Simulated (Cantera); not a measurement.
A closed system holds: 1 mol S, 0.043 mol O2, 3.3 mol N2, held at 2048 K and 1 atm.

These are equilibrium values from Cantera (NASA tables, ideal gas, pure condensed phases), not measurements of a reactor. Candidate condensed phases: S; 17 gas species. The numbers say what is thermodynamically allowed, not how fast it happens.

Base state: N2 0.862, S2 0.122, SO2 0.00780, SO 0.00601, S 0.00150, S2O 0.000836, SN 1.29e-5 (mole fractions); condensed: gas only.

What changes in the equilibrium state with this change: temperature from 2048 K to 2275 K?


```tsv
species	before	after
N2	0.862	0.859
S2	0.122	0.119
SO	0.00601	0.0103
S	0.00150	0.00531
NO	5.82e-6	2.45e-5
SN	1.29e-5	4.12e-5
SO2	0.00780	0.00567
S2O	0.000836	0.000680
```
